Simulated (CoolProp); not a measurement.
Vapour-liquid equilibrium of cyclohexane (1) + dimethyl carbonate (2) at 394.4 K; x and y are mole fractions of (1).

Values from CoolProp's multi-fluid Helmholtz-energy mixture model, Zhou 2014 and Zhou 2011; pair parameters Bell 2016.

Task: Give the bubble pressure and the first vapour's composition at x = 0.2, 0.35, 0.5. Is there an azeotrope?

Result: x = 0.2: 3.368 bar, y = 0.369; x = 0.35: 3.626 bar, y = 0.476; x = 0.5: 3.727 bar, y = 0.546. y crosses x between x = 0.5 and 0.65: the model has an azeotrope there.

Pair parameters are fitted to limited data, so mixtures are less certain than the pure fluids.
